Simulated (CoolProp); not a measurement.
R22 at 298.15 K and 0.651 MPa is throttled through a valve to 0.271 MPa with no heat exchange. Each further row changes one setting.

Values from CoolProp's reference Helmholtz-energy equation of state, Kamei 1995.

```json
[
 {"case": "as stated", "temperature change (K)": "[?]", "final density (kg/m³)": "[?]"},
 {"case": "outlet pressure 0.0813 MPa", "temperature change (K)": "[?]", "final density (kg/m³)": "[?]"},
 {"case": "outlet pressure 0.352 MPa", "temperature change (K)": "[?]", "final density (kg/m³)": "[?]"}
]
```

Task: Complete the blanks.

Result: 
- as stated, temperature change (K): -9.0
- as stated, final density (kg/m³): 10.2
- outlet pressure 0.0813 MPa, temperature change (K): -13.7
- outlet pressure 0.0813 MPa, final density (kg/m³): 3.01
- outlet pressure 0.352 MPa, temperature change (K): -7.1
- outlet pressure 0.352 MPa, final density (kg/m³): 13.3
